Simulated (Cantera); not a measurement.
Mixture: CH3OH : O2 : N2 = 1 : 0.938 : 3.52 (molar parts), at 4730 Torr, adiabatic and at constant volume. Ignition delay is the time to a rise of 400 K.

Detailed kinetics in Cantera: GRI-Mech 3.0 (53 species, 325 reactions). GRI-Mech 3.0 was tuned for natural gas; its chemistry of methanol as a main component is partial and can be far from experiment.

### Question
What does this change do: pressure from 4730 Torr to 3230 Torr?

### Answer
```
quantity                                                before       after
--------------------------------------------------  ----------  ----------
delay at 1175 K                                        2.82 ms     3.78 ms
delay at 1325 K                                       0.274 ms    0.370 ms
delay at 1475 K                                        45.2 µs     61.8 µs
delay at 1625 K                                        11.2 µs     15.5 µs
apparent activation energy between 1550 and 1700 K  180 kJ/mol  180 kJ/mol
```
